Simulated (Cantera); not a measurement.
# Adiabatic ignition

An adiabatic, constant-volume homogeneous reactor starts with 20.7 % CH3OH, 16.3 % O2, 61.5 % N2, 1.47 % CO2, equivalence ratio 1.9, at 1350 K and 5.13 atm.

Cantera simulation using GRI-Mech 3.0 (53 species, 325 reactions); the numbers are that mechanism's predictions, not measurements. GRI-Mech 3.0 was tuned for natural gas; its chemistry of methanol as a main component is partial and can be far from experiment.

```json
[
 {"t (s)": "1.00e-5", "T (K)": "1350", "P (bar)": "5.20", "x CH3OH": "0.207", "x O2": "0.163", "x CO2": "0.0147", "x NO": "<1e-12", "x OH": "1.06e-8"},
 {"t (s)": "2.46e-5", "T (K)": "1350", "P (bar)": "5.20", "x CH3OH": "0.207", "x O2": "0.163", "x CO2": "0.0147", "x NO": "<1e-12", "x OH": "1.67e-8"},
 {"t (s)": "6.05e-5", "T (K)": "1350", "P (bar)": "5.20", "x CH3OH": "0.207", "x O2": "0.163", "x CO2": "0.0147", "x NO": "<1e-12", "x OH": "5.57e-8"},
 {"t (s)": "0.000149", "T (K)": "1356", "P (bar)": "5.23", "x CH3OH": "0.203", "x O2": "0.161", "x CO2": "0.0147", "x NO": "<1e-12", "x OH": "5.55e-7"},
 {"t (s)": "0.000366", "T (K)": "2827", "P (bar)": "13.7", "x CH3OH": "2.36e-12", "x O2": "0.000214", "x CO2": "0.0424", "x NO": "0.000495", "x OH": "0.00495"},
 {"t (s)": "0.000902", "T (K)": "2824", "P (bar)": "13.7", "x CH3OH": "2.38e-12", "x O2": "0.000208", "x CO2": "0.0423", "x NO": "0.000929", "x OH": "0.00487"},
 {"t (s)": "0.00222", "T (K)": "2824", "P (bar)": "13.7", "x CH3OH": "2.38e-12", "x O2": "0.000207", "x CO2": "0.0423", "x NO": "0.000943", "x OH": "0.00487"},
 {"t (s)": "0.00546", "T (K)": "2824", "P (bar)": "13.7", "x CH3OH": "2.38e-12", "x O2": "0.000207", "x CO2": "0.0423", "x NO": "0.000943", "x OH": "0.00487"},
 {"t (s)": "0.0134", "T (K)": "2824", "P (bar)": "13.7", "x CH3OH": "2.38e-12", "x O2": "0.000207", "x CO2": "0.0423", "x NO": "0.000943", "x OH": "0.00487"},
 {"t (s)": "0.0330", "T (K)": "2824", "P (bar)": "13.7", "x CH3OH": "2.38e-12", "x O2": "0.000207", "x CO2": "0.0423", "x NO": "0.000943", "x OH": "0.00487"},
 {"t (s)": "0.0813", "T (K)": "2824", "P (bar)": "13.7", "x CH3OH": "2.38e-12", "x O2": "0.000207", "x CO2": "0.0423", "x NO": "0.000943", "x OH": "0.00487"},
 {"t (s)": "0.200", "T (K)": "2824", "P (bar)": "13.7", "x CH3OH": "2.38e-12", "x O2": "0.000207", "x CO2": "0.0423", "x NO": "0.000943", "x OH": "0.00487"}
]
```
x: mole fraction; the columns are a selection and need not sum to one.

```json
{
  "time_of_steepest_temperature_rise": "0.220 ms",
  "temperature at 0.200 s": "2824 K",
  "equilibrium_temperature": "2824 K",
  "x(CH3OH) at 0.200 s": "2.38e-12 (gas-phase equilibrium 2.46e-12)",
  "x(O2) at 0.200 s": "0.000207 (gas-phase equilibrium 0.000207)",
  "x(CO2) at 0.200 s": "0.0423 (gas-phase equilibrium 0.0423)"
}
```
